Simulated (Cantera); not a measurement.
Cantera run:

```python
import numpy as np
import cantera as ct

gas_names = """
    H H2 N NH NH2 NH3 N2 N2H2 N2H4 Pb Pb2
""".split()
cond_names = """
    Pb(cr) Pb(L)
""".split()


# ... load() reads the species with a 1 bar reference pressure and builds the phases ...
atoms = {
    'Pb': {'Pb': 1},
    'H2': {'H': 2},
    'N2': {'N': 2},
}
top_T = {}  # K; cautious upper limits of use, not melting points


# ... equilibrate(T, P, feed) seeds the gas with the atoms and calls Mixture.equilibrate('TP', solver="vcs", rtol=1e-11, max_steps=5000) ...
results = []
feed = {'Pb': 1, 'H2': 0.29, 'N2': 30}  # mol
P = 1700  # Pa
for T in [873, 973, 1073, 1173, 1273, 1373, 1473, 1573]:
    mix = equilibrate(T, P, feed)
    results.append((T, P, feed, dict(zip(mix.species_names, mix.species_moles))))
    x = sorted(zip(gas.X, gas.species_names), reverse=True)
    print(f"T = {T:g} K  P = {P:g} Pa  gas = {mix.phase_moles(0):.4g} mol")
    print("   x: " + "  ".join(f"{s} {v:.3e}" for v, s in x if v > 0.0001))
    print("   condensed (mol): " + ("  ".join(f"{mix.phase(i).name} {mix.phase_moles(i):.4g}"
          for i in range(1, mix.n_phases) if mix.phase_moles(i) > 1e-12) or "none"))
```

Result:

```
T = 873 K  P = 1700 Pa  gas = 30.29 mol
   x: N2 9.904e-01  H2 9.574e-03
   condensed (mol): Pb(L) 0.9989
T = 973 K  P = 1700 Pa  gas = 30.31 mol
   x: N2 9.899e-01  H2 9.569e-03  Pb 5.146e-04
   condensed (mol): Pb(L) 0.9844
T = 1073 K  P = 1700 Pa  gas = 30.42 mol
   x: N2 9.862e-01  H2 9.533e-03  Pb 4.299e-03
   condensed (mol): Pb(L) 0.8692
T = 1173 K  P = 1700 Pa  gas = 31.06 mol
   x: N2 9.659e-01  Pb 2.481e-02  H2 9.337e-03
   condensed (mol): Pb(L) 0.2294
T = 1273 K  P = 1700 Pa  gas = 31.29 mol
   x: N2 9.588e-01  Pb 3.196e-02  H2 9.268e-03
   condensed (mol): none
T = 1373 K  P = 1700 Pa  gas = 31.29 mol
   x: N2 9.588e-01  Pb 3.196e-02  H2 9.267e-03
   condensed (mol): none
T = 1473 K  P = 1700 Pa  gas = 31.29 mol
   x: N2 9.588e-01  Pb 3.196e-02  H2 9.263e-03
   condensed (mol): none
T = 1573 K  P = 1700 Pa  gas = 31.29 mol
   x: N2 9.588e-01  Pb 3.196e-02  H2 9.253e-03
   condensed (mol): none
```

These are equilibrium values from Cantera (NASA tables, ideal gas, pure condensed phases), not measurements of a reactor.
